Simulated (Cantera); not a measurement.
A Cantera script and what it prints.

```python
import numpy as np
import cantera as ct

gas_names = """
    B BH BH2 BH3 BN BO BO2 B2 B2O B2O2 B2O3 B3O3H3 H HBO HBO2 HNO HNO2 HNO3 HO2 H2 H2O H2O2 H3B3O6 N NH
    NH2 NH3 NH2OH NO NO2 NO3 N2 N2H2 N2H4 N2O O OH O2 O3
""".split()
cond_names = """
    B(b) B(L) BN(s) B2O3(L) B3O3H3(cr) H2O(s) H2O(L)
""".split()


def load(file, names, dense=False):
    # The tables refer to 1 bar. Condensed volumes are neglected.
    table = {s.name: s for s in ct.Species.list_from_file(file)}
    out = []
    for n in names:
        d = dict(table[n].input_data)
        d["thermo"] = dict(d["thermo"], **{"reference-pressure": 1e5})
        if dense:
            d["equation-of-state"] = {"model": "constant-volume", "density": "1e6 g/cm^3"}
        out.append(ct.Species.from_dict(d))
    return out


gas = ct.Solution(thermo="ideal-gas", species=load("nasa_gas.yaml", gas_names))
cond = {s.name: ct.Solution(thermo="fixed-stoichiometry", species=[s], name=s.name)
        for s in load("nasa_condensed.yaml", cond_names, dense=True)}
atoms = {
    'B2O3': {'B': 2, 'O': 3},
    'H2O': {'H': 2, 'O': 1},
    'N2': {'N': 2},
}
top_T = {'BN(s)': 3200}  # K; cautious upper limits of use, not melting points


def equilibrate(T, P, feed):
    n = {}
    for name, mol in feed.items():
        for a, k in atoms[name].items():
            n[a] = n.get(a, 0.0) + k * mol
    gas.TPX = T, P, n
    mass = sum(n.values()) * gas.mean_molecular_weight
    gas.equilibrate("TP")
    valid = [c for c in cond.values() if c.min_temp <= T <= top_T.get(c.name, c.max_temp)]
    mix = ct.Mixture([(gas, mass / gas.mean_molecular_weight)] + [(c, 0.0) for c in valid])
    mix.T, mix.P = T, P
    mix.equilibrate("TP", solver="vcs", rtol=1e-11, max_steps=5000)
    return mix


results = []
feed = {'B2O3': 1, 'H2O': 2.1, 'N2': 24}  # mol
P = 22000  # Pa
for T in [1400, 1450, 1500, 1550, 1600, 1650, 1700, 1750, 1800, 1850, 1900, 1950]:
    mix = equilibrate(T, P, feed)
    results.append((T, P, feed, dict(zip(mix.species_names, mix.species_moles))))

top = {s: max(r[3][s] / sum(r[3][g] for g in gas_names) for r in results) for s in gas_names}
cols = sorted((s for s in top if top[s] > 1e-05), key=lambda s: -top[s])[:9]
seen = [c for c in cond_names if any(r[3].get(c, 0) > 1e-12 for r in results)]
print("log10 of partial pressures in bar; condensed amounts in mol")
print(f"{'T/K':>10s}" + "".join(f"{s[:9]:>10s}" for s in cols + seen))
for T, P, feed, n in results:
    ng = sum(n[g] for g in gas_names)
    print(f"{T:10.4g}" + "".join(f"{np.log10(max(n[s] / ng * P / 1e5, 1e-99)):10.3f}" for s in cols)
          + "".join(f"{n.get(c, 0):10.4g}" for c in seen))
```

Result:

```
log10 of partial pressures in bar; condensed amounts in mol
       T/K        N2       H2O      HBO2      B2O3        H2       BO2        OH        O2        NO   B2O3(L)
      1400    -0.695    -1.769    -2.914    -5.619    -5.262    -7.202    -6.153    -5.703    -5.949    0.9248
      1450    -0.696    -1.780    -2.705    -5.124    -5.052    -6.730    -5.898    -5.502    -5.731    0.8794
      1500    -0.697    -1.796    -2.513    -4.664    -4.859    -6.291    -5.665    -5.320    -5.530    0.8124
      1550    -0.699    -1.819    -2.339    -4.235    -4.682    -5.883    -5.453    -5.157    -5.347    0.7168
      1600    -0.701    -1.851    -2.182    -3.834    -4.522    -5.504    -5.262    -5.015    -5.181    0.5846
      1650    -0.704    -1.896    -2.042    -3.459    -4.378    -5.153    -5.094    -4.897    -5.033    0.4059
      1700    -0.708    -1.956    -1.920    -3.107    -4.250    -4.828    -4.949    -4.806    -4.904    0.1671
      1750    -0.710    -1.996    -1.863    -2.906    -4.119    -4.583    -4.802    -4.707    -4.775         0
      1800    -0.711    -1.993    -1.869    -2.877    -3.976    -4.423    -4.632    -4.572    -4.632         0
      1850    -0.711    -1.991    -1.875    -2.850    -3.841    -4.271    -4.471    -4.445    -4.497         0
      1900    -0.711    -1.990    -1.881    -2.825    -3.713    -4.127    -4.319    -4.325    -4.369         0
      1950    -0.711    -1.989    -1.887    -2.802    -3.592    -3.992    -4.176    -4.211    -4.247         0
```

Method: chemical equilibrium by Gibbs-energy minimisation in Cantera with the NASA 1993 tables (ideal gas, pure condensed phases). Gases not in the tables: H3BO3.
